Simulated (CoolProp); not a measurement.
Model: reference Helmholtz-energy equation of state, Lemmon 2006, in CoolProp. It is a short technical equation, of lower accuracy than the large ones.

Question: For carbon monoxide, give the phase and the cp (kJ/(kg K)) at 386.1 K and 0.23 MPa; 335 K and 2.19 MPa.

Answer: 
- 386.1 K and 0.23 MPa: gas; cp 1.05
- 335 K and 2.19 MPa: gas; cp 1.07
